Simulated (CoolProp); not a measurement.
Vapour-liquid equilibrium of acetone (1) + n-nonane (2) at 0.752 MPa; x and y are mole fractions of (1).

Values from CoolProp's multi-fluid Helmholtz-energy mixture model, Lemmon 2006 and Lemmon 2006; pair parameters Bell 2016.

Give the bubble temperature and the first vapour's composition at x = 0.2, 0.35, 0.95. Is there an azeotrope?

x = 0.2: 182.8 °C, y = 0.703; x = 0.35: 161.9 °C, y = 0.830; x = 0.95: 131.8 °C, y = 0.986. No azeotrope shows between x = 0.05 and 0.95.

Pair parameters are fitted to limited data, so mixtures are less certain than the pure fluids.
